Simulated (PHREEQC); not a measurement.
Ultrapure water in contact with air or piping: speciation

Synthetic water in mmol/kgw, 15 °C, pH 5.64, pe -1.9:

```json
[
 {"constituent": "Na", "mmol/kgw": "0.0014"},
 {"constituent": "K", "mmol/kgw": "4.49e-07"},
 {"constituent": "Ca", "mmol/kgw": "0.00017"},
 {"constituent": "Mg", "mmol/kgw": "4.76e-05"},
 {"constituent": "Cl", "mmol/kgw": "0.00041"},
 {"constituent": "S(6)", "mmol/kgw": "0.000352"},
 {"constituent": "Alkalinity (meq/kgw)", "mmol/kgw": "0.000758"},
 {"constituent": "F", "mmol/kgw": "8.1e-07"}
]
```

Valence states are taken as typed.

Equilibrium calculation in PHREEQC: ion-association model, phreeqc.dat.

This is a speciation only: nothing precipitates in the calculation.

What ionic strength, charge-balance error does the model give?

ionic strength 4.72e-6 mol/kgw; charge-balance error -0.5 %.

In which forms is C present?

CO2 86 %, HCO3- 14 % of the C.

Complexes and solids missing from the database can't appear.
